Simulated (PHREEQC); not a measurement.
Dissolve 0.11 mol ZnCl2 and 0.00042 mol HCl per kg of water at 25 °C. Closed to the air; pH follows from the charge balance.

Computed with PHREEQC (ion-association model, wateq4f.dat).

No solid was allowed to form.

Question: Order these Zn species by the share of Zn that they hold, largest first: ZnCl+, ZnCl3-, Zn+2, ZnCl2.

Answer: Zn+2 (85 %), ZnCl+ (13 %), ZnCl2 (1.2 %), ZnCl3- (0.30 %)

Question: Order these Cl species by the share of Cl that they hold, largest first: ZnCl3-, ZnCl2, ZnCl+, ZnCl4-2, Cl-.

Answer: Cl- (92 %), ZnCl+ (6.7 %), ZnCl2 (1.2 %), ZnCl3- (0.44 %), ZnCl4-2 (0.11 %)

The pH is 3.48 and the ionic strength 0.296 mol/kgw. Complexes and solids missing from the database can't appear.
